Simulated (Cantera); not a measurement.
A Cantera script and what it prints.

```python
import numpy as np
import cantera as ct

gas_names = """
    H HI HO2 H2 H2O H2O2 I I2 O OH O2 O3
""".split()
cond_names = """
    H2O(s) H2O(L) I2(cr) I2(L)
""".split()


# ... load() reads the species with a 1 bar reference pressure and builds the phases ...
atoms = {
    'HI': {'H': 1, 'I': 1},
    'O2': {'O': 2},
    'H2': {'H': 2},
}
top_T = {}  # K; cautious upper limits of use, not melting points


# ... equilibrate(T, P, feed) seeds the gas with the atoms and calls Mixture.equilibrate('TP', solver="vcs", rtol=1e-11, max_steps=5000) ...
results = []
feed = {'HI': 1, 'O2': 2.3, 'H2': 2.5}  # mol
P = 10000  # Pa
for T in [2075, 2225, 2375, 2525, 2675, 2825, 2975, 3125, 3275]:
    mix = equilibrate(T, P, feed)
    results.append((T, P, feed, dict(zip(mix.species_names, mix.species_moles))))

top = {s: max(r[3][s] / sum(r[3][g] for g in gas_names) for r in results) for s in gas_names}
cols = sorted((s for s in top if top[s] > 0.0001), key=lambda s: -top[s])[:8]
seen = [c for c in cond_names if any(r[3].get(c, 0) > 1e-12 for r in results)]
print("log10 of partial pressures in bar; condensed amounts in mol")
print(f"{'T/K':>10s}" + "".join(f"{s[:9]:>10s}" for s in cols + seen))
for T, P, feed, n in results:
    ng = sum(n[g] for g in gas_names)
    print(f"{T:10.4g}" + "".join(f"{np.log10(max(n[s] / ng * P / 1e5, 1e-99)):10.3f}" for s in cols)
          + "".join(f"{n.get(c, 0):10.4g}" for c in seen))
```

Output:

```
log10 of partial pressures in bar; condensed amounts in mol
       T/K       H2O         H         O         I        O2        OH        H2        HI
      2075    -1.213    -4.386    -3.826    -1.687    -1.786    -2.919    -3.623    -3.800
      2225    -1.223    -3.790    -3.396    -1.690    -1.793    -2.649    -3.202    -3.739
      2375    -1.242    -3.272    -3.022    -1.697    -1.803    -2.421    -2.843    -3.693
      2525    -1.278    -2.824    -2.695    -1.708    -1.818    -2.230    -2.543    -3.668
      2675    -1.340    -2.438    -2.407    -1.728    -1.838    -2.078    -2.303    -3.669
      2825    -1.443    -2.114    -2.156    -1.760    -1.867    -1.969    -2.130    -3.704
      2975    -1.604    -1.851    -1.942    -1.805    -1.917    -1.911    -2.031    -3.781
      3125    -1.838    -1.648    -1.767    -1.861    -1.999    -1.912    -2.012    -3.902
      3275    -2.159    -1.503    -1.633    -1.921    -2.126    -1.981    -2.076    -4.061
```

Equilibrium computed with Cantera from the NASA thermochemical tables; the gas is ideal and each condensed phase is pure.
